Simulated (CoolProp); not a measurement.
Vapour-liquid equilibrium of R143a (1) + dimethyl ether (2) at 186.8 K; x and y are mole fractions of (1).

Model: multi-fluid Helmholtz-energy mixture model, Lemmon and Jacobsen 2000 and Wu 2011; pair parameters Bell 2016, in CoolProp.

```
x     bubble pressure (kPa)  y at the bubble point  dew pressure at overall composition x (kPa)  liquid density (mol/L)
----  ---------------------  ---------------------  -------------------------------------------  ----------------------
0.05                  2.933                  0.220                                        2.509                   17.54
0.2                   4.342                  0.550                                        2.877                   17.11
0.35                  5.561                  0.707                                        3.367                   16.70
0.5                   6.655                  0.805                                        4.050                   16.30
0.65                  7.679                  0.875                                        5.051                   15.92
0.8                   8.675                  0.933                                        6.595                   15.56
0.95                  9.678                  0.984                                        9.000                   15.20
```

No azeotrope shows between x = 0.05 and 0.95.

Pair parameters are fitted to limited data, so mixtures are less certain than the pure fluids.
